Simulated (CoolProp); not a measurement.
Vapour-liquid equilibrium of n-heptane (1) + o-xylene (2) at 10.3 kPa; x and y are mole fractions of (1).

Model: multi-fluid Helmholtz-energy mixture model, Span 2003 and Zhou 2012; pair parameters Bell 2016, in CoolProp.

Q: Give the bubble temperature and the first vapour's composition at x = 0.35, 0.55, 0.65. Is there an azeotrope?

A: x = 0.35: 323.6 K, y = 0.766; x = 0.55: 317.8 K, y = 0.868; x = 0.65: 315.6 K, y = 0.904. No azeotrope shows between x = 0.05 and 0.95.

The pair parameters rest on a limited set of measurements; away from them the model extrapolates.
